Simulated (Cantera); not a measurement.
Input (Python, Cantera) and output of one run.

```python
import numpy as np
import cantera as ct

gas_names = [...]  # 95 gases of nasa_gas.yaml made of C, F, H
cond_names = """
    C(gr) C6H6(L) C7H8(L) C8H18(L),n-octa
""".split()


# ... load() reads the species with a 1 bar reference pressure and builds the phases ...
atoms = {
    'CH2F2': {'C': 1, 'H': 2, 'F': 2},
    'CH4': {'C': 1, 'H': 4},
}
top_T = {'C(gr)': 4500}  # K; cautious upper limits of use, not melting points


# ... equilibrate(T, P, feed) seeds the gas with the atoms and calls Mixture.equilibrate('TP', solver="vcs", rtol=1e-11, max_steps=5000) ...
results = []
feed = {'CH2F2': 1, 'CH4': 0.39}  # mol
T = 3298  # K
P = 2800  # Pa
mix = equilibrate(T, P, feed)
results.append((T, P, feed, dict(zip(mix.species_names, mix.species_moles))))
x = sorted(zip(gas.X, gas.species_names), reverse=True)
print(f"T = {T:g} K  P = {P:g} Pa  gas = {mix.phase_moles(0):.4g} mol")
print("   x: " + "  ".join(f"{s} {v:.3e}" for v, s in x if v > 1e-05))
print("   condensed (mol): " + ("  ".join(f"{mix.phase(i).name} {mix.phase_moles(i):.4g}"
      for i in range(1, mix.n_phases) if mix.phase_moles(i) > 1e-12) or "none"))
```

Result:

```
T = 3298 K  P = 2800 Pa  gas = 4.177 mol
   x: HF 4.162e-01  H 3.670e-01  C3 8.387e-02  F 5.414e-02  H2 2.856e-02  C 1.787e-02  C2 1.203e-02  CF 8.215e-03  C2H 7.126e-03  C2H2,acetylene 2.195e-03  C5 1.966e-03  C4 4.638e-04  CH 1.453e-04  CF2 9.753e-05  C4H2 7.039e-05  C2HF 4.133e-05  C2H2,vinylidene 1.288e-05
   condensed (mol): none
```

Equilibrium computed with Cantera from the NASA thermochemical tables; the gas is ideal and each condensed phase is pure.
